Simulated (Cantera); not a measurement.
Mixture: C₃H₈ : O₂ : N₂ = 1 : 7.14 : 38.6 (molar parts), at 110000 Pa, adiabatic and at constant volume. Ignition delay is the time to a rise of 400 K.

Computed with Cantera and GRI-Mech 3.0 (53 species, 325 reactions). GRI-Mech 3.0 was tuned for natural gas; its chemistry of propane as a main component is partial and can be far from experiment.

Problem. What does this change do: constant pressure in place of constant volume?

Solution. 
| quantity | before | after |
|---|---|---|
| delay at 1125 K | 34.7 ms | 36.1 ms |
| delay at 1325 K | 0.695 ms | 0.740 ms |
| delay at 1525 K | 62.6 µs | 69.4 µs |
| delay at 1725 K | 16.9 µs | 19.7 µs |
| delay at 1925 K | 8.00 µs | 10.3 µs |
Where the delays flatten at high temperature, the 400 K rule measures the pace of heat release, not the induction time.
